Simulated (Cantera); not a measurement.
Feed: 1 mol SiF4, 0.83 mol N2, 1.6 mol NH3, held at 798.15 K and 0.000110 bar.

These are equilibrium values from Cantera (NASA tables, ideal gas, pure condensed phases), not measurements of a reactor. Candidate condensed phases: Si, Si3N4; 37 gas species. The numbers say what is thermodynamically allowed, not how fast it happens.

Base state: H2 0.477, N2 0.324, SiF4 0.199, HF 0.000140, SiHF3 2.27e-5 (mole fractions); condensed: Si3N4(s).

What changes in the equilibrium state with this change: temperature from 798.15 K to 1125 K?


```tsv
species	before	after
H2	0.477	0.475
N2	0.324	0.324
SiF4	0.199	0.196
HF	0.000140	0.00267
SiF2	<1e-9	2.53e-5
SiF3	5.51e-7	0.00191
SiHF3	2.27e-5	0.000464
Si3N4(s), mol	4.91e-5	0.000103
```
The tables' values for SiF3, SiF2 are old estimates; treat these amounts as uncertain.

What changes in the equilibrium state with this change: 0.0061 mol H2O added?


```csv
species,before,after
H2,0.477,0.476
N2,0.324,0.323
SiF4,0.199,0.198
HF,0.000140,0.00242
SiHF3,2.27e-5,1.31e-6
"Si3N4(s), mol",4.91e-5,0
"SiO2(α-quartz), mol",0,0.00305
```
Further candidate phases: H2O, SiO2, Si2N2O.
